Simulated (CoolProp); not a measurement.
Vapour-liquid equilibrium of carbon dioxide (1) + n-pentane (2) at 264.1 K; x and y are mole fractions of (1).

The numbers come from the multi-fluid Helmholtz-energy mixture model, Span 1996 and Thol 2019; pair parameters Kunz 2012 in CoolProp.

Give the bubble pressure and the first vapour's composition at x = 0.05, 0.2, 0.95. Is there an azeotrope?

x = 0.05: 1.933 bar, y = 0.917; x = 0.2: 7.762 bar, y = 0.978; x = 0.95: 25.44 bar, y = 0.998. No azeotrope shows between x = 0.05 and 0.95.

The pair parameters rest on a limited set of measurements; away from them the model extrapolates. The gap from Raoult's law changes sign with composition, which may be real or a fault of the pair parameters; it wasn't checked against measurements.
